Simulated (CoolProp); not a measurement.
Vapour-liquid equilibrium of toluene (1) + m-xylene (2) at 184 kPa; x and y are mole fractions of (1).

Computed with CoolProp (multi-fluid Helmholtz-energy mixture model, Lemmon 2006 and Zhou 2012; pair parameters Bell 2016).

**Question.** Give the bubble temperature and the first vapour's composition at x = 0.05, 0.275, 0.875. Is there an azeotrope?

**Answer.** x = 0.05: 160.7 °C, y = 0.094; x = 0.275: 151.7 °C, y = 0.436; x = 0.875: 135.4 °C, y = 0.928. No azeotrope shows between x = 0.05 and 0.95.

The pair parameters rest on a limited set of measurements; away from them the model extrapolates.
